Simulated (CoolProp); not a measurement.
A Linde-Hampson liquefier for ethylene: isothermal reversible compression at 300 K from 1 atm to 10 MPa, throttling to 1 atm, return gas leaving the recuperator 2 K below the feed. Each further row changes one setting.

Computed with CoolProp (reference Helmholtz-energy equation of state, Smukala 2000).

```
case                        liquid yield per pass  compression work (kJ/kg of gas)
--------------------------  ---------------------  -------------------------------
as stated                                   0.431                              346
high pressure 20 MPa                          [?]                              [?]
warm-end temperature 330 K                    [?]                              [?]
warm-end gap 7 K                              [?]                              346
```

Task: Some entries are withheld; supply them.

Result: 
- high pressure 20 MPa, liquid yield per pass: 0.475
- high pressure 20 MPa, compression work (kJ/kg of gas): 373
- warm-end temperature 330 K, liquid yield per pass: 0.266
- warm-end temperature 330 K, compression work (kJ/kg of gas): 405
- warm-end gap 7 K, liquid yield per pass: 0.424
